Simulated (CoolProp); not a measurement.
Saturated liquid density (kg/m³) of carbon dioxide: the reference equation beside estimates from Tc = 31.0 °C, pc = 7.377 MPa, ω = 0.224. Rackett uses Z = 0.29056 − 0.08775 ω.

Computed with CoolProp (reference Helmholtz-energy equation of state, Span 1996).

| T (°C) | reference | Rackett | van der Waals | Redlich-Kwong | Soave-Redlich-Kwong | Peng-Robinson |
|---|---|---|---|---|---|---|
| -41.15 | 1121 | 1126 | 690.1 | 986.0 | 1026 | 1163 |
| -35.25 | (withheld) | 1103 | 675.6 | 960.1 | 1000.0 | (withheld) |
| -29.45 | 1073 | 1079 | 660.7 | 933.2 | (withheld) | 1105 |
| -23.55 | 1048 | 1054 | 644.7 | 904.4 | 944.3 | (withheld) |
| -17.65 | 1021 | 1027 | 627.8 | 873.9 | 913.3 | 1036 |
| -11.75 | 991.9 | 998.8 | 609.8 | 841.4 | 879.9 | 998.3 |
| -5.85 | 960.9 | 968.3 | 590.4 | 806.6 | (withheld) | 956.7 |
| -0.05 | 927.7 | 935.8 | 569.7 | 769.7 | 805.0 | 911.7 |

### Question
Fill in the missing entries.

### Answer

- -35.25, reference: 1097
- -35.25, Peng-Robinson: 1135
- -29.45, Soave-Redlich-Kwong: 973.2
- -23.55, Peng-Robinson: 1072
- -5.85, Soave-Redlich-Kwong: 843.8

Absolute difference from the reference over all 8 rows, mean and median: Rackett 0.6 and 0.6 %, van der Waals 38.5 and 38.5 %, Redlich-Kwong 14.2 and 14.1 %, Soave-Redlich-Kwong 10.5 and 10.2 %, Peng-Robinson 2.1 and 2.0 %.
